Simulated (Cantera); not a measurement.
Charge: 1 mol Zr, 0.11 mol NH₃, 36 mol N₂, at 0.120 Pa.

Method: chemical equilibrium by Gibbs-energy minimisation in Cantera with the NASA 1993 tables (ideal gas, pure condensed phases). Candidate condensed phases: Zr, ZrN; 11 gas species. ZrN: taken at fixed stoichiometry. Rates play no part.

x: gas mole fraction; n: condensed amount in mol.

```json
[
 {"T (°C)": "1925", "x N₂": "0.985", "x Zr": "0.00592", "x H": "0.00911", "x N": "1.10e-5", "x H₂": "3.21e-6", "n ZrN(s)": "0.786"},
 {"T (°C)": "1975", "x N₂": "0.972", "x Zr": "0.0191", "x H": "0.00893", "x N": "1.97e-5", "x H₂": "1.77e-6", "n ZrN(s)": "0.295"},
 {"T (°C)": "2025", "x N₂": "0.964", "x Zr": "0.0267", "x H": "0.00882", "x N": "3.43e-5", "x H₂": "1.02e-6", "n ZrN(s)": "0"},
 {"T (°C)": "2075", "x N₂": "0.964", "x Zr": "0.0267", "x H": "0.00883", "x N": "5.86e-5", "x H₂": "6.13e-7", "n ZrN(s)": "0"},
 {"T (°C)": "2125", "x N₂": "0.964", "x Zr": "0.0267", "x H": "0.00883", "x N": "…", "x H₂": "…", "n ZrN(s)": "0"},
 {"T (°C)": "2175", "x N₂": "0.964", "x Zr": "0.0267", "x H": "0.00883", "x N": "0.000160", "x H₂": "2.36e-7", "n ZrN(s)": "0"},
 {"T (°C)": "2225", "x N₂": "0.964", "x Zr": "0.0267", "x H": "0.00883", "x N": "0.000257", "x H₂": "1.50e-7", "n ZrN(s)": "0"},
 {"T (°C)": "2275", "x N₂": "0.964", "x Zr": "0.0267", "x H": "0.00883", "x N": "…", "x H₂": "…", "n ZrN(s)": "0"},
 {"T (°C)": "2325", "x N₂": "0.964", "x Zr": "0.0267", "x H": "0.00882", "x N": "0.000628", "x H₂": "6.45e-8", "n ZrN(s)": "0"}
]
```

Task: What belongs in the gaps?

Result: 
- 2275, x N: 0.000405
- 2275, x H₂: 9.77e-8
- 2125, x N: 9.79e-5
- 2125, x H₂: 3.77e-7
